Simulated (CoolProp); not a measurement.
A single-stage vapour-compression cycle with n-butane: evaporating at 299.15 K (dew point), condensing at 332.15 K (bubble point), superheat 2 K, subcooling 0 K, compressor efficiency 0.7, no pressure losses. Each further row changes one setting.

The numbers come from the reference Helmholtz-energy equation of state, Bücker 2006 in CoolProp.

```
case                              cooling COP  pressure ratio  discharge temperature (K)  refrigerating effect (kJ/kg)  volumetric capacity (kJ/m³)
--------------------------------  -----------  --------------  -------------------------  ----------------------------  ---------------------------
as stated                                5.37            2.48                      336.6                           280                         1760
evaporating temperature 304.15 K         6.59            2.13                      336.0                           [?]                         2090
condensing temperature 327.15 K          6.52            2.19                      331.6                           293                         1850
subcooling 5 K                            [?]            2.48                      336.6                           293                         1850
superheat 12 K                            [?]            2.48                      346.6                           [?]                         1800
compressor efficiency 0.6                4.61            2.48                      340.8                           280                         1760
```

Q: What belongs in the gaps?

A: 
- evaporating temperature 304.15 K, refrigerating effect (kJ/kg): 287
- subcooling 5 K, cooling COP: 5.63
- superheat 12 K, cooling COP: 5.47
- superheat 12 K, refrigerating effect (kJ/kg): 298
